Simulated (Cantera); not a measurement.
An isothermal, constant-pressure homogeneous reactor starts with 19.6 % C₂H₆, 80.4 % N₂, at 1325 K and 0.0133 bar.

Detailed kinetics in Cantera: GRI-Mech 3.0 (53 species, 325 reactions). GRI-Mech 3.0 stops at C3 and has no aromatics, soot or wall deposition, so with more carbon than oxygen in the feed, carbon stays in small species such as C2H2 where larger ones or solid carbon would form. Radical loss at walls, strong at low pressure, is not modelled.

Q: Predict: x(C₂H₆) at 7.00 s; x(CH₄) at 7.00 s; x(H₂) at 7.00 s; x(C₂H₄) at 7.00 s; x(CH₃) at 7.00 s; x(HCN) at 7.00 s.

A: 
```json
{
 "x(C₂H₆) at 7.00 s": "3.17e-6 (gas-phase equilibrium 1.00e-7)",
 "x(CH₄) at 7.00 s": "0.0557 (gas-phase equilibrium 0.00423)",
 "x(H₂) at 7.00 s": "0.202 (gas-phase equilibrium 0.276)",
 "x(C₂H₄) at 7.00 s": "0.0157 (gas-phase equilibrium 0.000697)",
 "x(CH₃) at 7.00 s": "1.42e-5 (gas-phase equilibrium 2.27e-6)",
 "x(HCN) at 7.00 s": "1.03e-8 (gas-phase equilibrium 0.0924)"
}
```
